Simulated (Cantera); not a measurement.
A closed system holds: 1 mol MgCO3, 0.15 mol C, 0.019 mol H2O, equilibrated at 725 K and 72.0 Pa.

These are equilibrium values from Cantera (NASA tables, ideal gas, pure condensed phases), not measurements of a reactor. Candidate condensed phases: C, C6H6, C7H8, C8H18, H2O, Mg, MgCO3, MgO, Mg(OH)2; 116 gas species. The numbers say what is thermodynamically allowed, not how fast it happens.

Base state: CO2 0.739, CO 0.245, H2 0.0116, H2O 0.00465 (mole fractions); condensed: MgO(s).

Question: What changes in the equilibrium state with this change: H2O from 0.019 to 0.011 mol?

Answer: 
```
species       before    after
-----------  -------  -------
CO2            0.739    0.739
CO             0.245    0.252
H2            0.0116  0.00682
H2O          0.00465  0.00266
MgO(s), mol     1.00     1.00
```
